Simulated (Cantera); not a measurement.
**Thermodynamics of silicon etching in halogen gases, feed Si + HF + N2**

Feed: 1 mol Si, 2.3 mol HF, 26 mol N2, at 1225 K and 0.975 Torr.

Cantera equilibrium calculation (NASA polynomials, part measured and part estimated; ideal gas, pure solids and liquids). Candidate condensed phases: Si, Si3N4; 37 gas species. N2 is the only nitrogen source here; it is nearly inert below about 1500 K, so the nitride shown seldom forms there in practice. The tables' values for SiF3, SiF2 are old estimates; treat these amounts as uncertain. Kinetics and transport are ignored.

```yaml
x(N2): 0.937
x(H2): 0.0415
x(SiF4): 0.0203
x(HF): 0.000778
x(SiF3): 0.000524
x(SiHF3): 4.69e-5
x(SiF2): 1.39e-5
x(H): 1.76e-6
n(Si3N4(s)): 0.142 mol
gas_amount: 27.45 mol
log10 activity of Si(s) (absent): -2.87
```
